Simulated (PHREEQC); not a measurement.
**Leach liquor: speciation**

A solution holds 0.015 mol H2SO4 and 3.7e-05 mol Li2SO4 per kg of water, at 25 °C. Closed to the air; pH follows from the charge balance.

Model: ion-association model, phreeqc.dat, run in PHREEQC.

No solid was allowed to form.

Task: Predict the pH, specific conductance.

Result: pH 1.72; specific conductance 8110 µS/cm.

Task: In which forms is S present?

Result: HSO4- 54 %, SO4-2 46 % of the S.
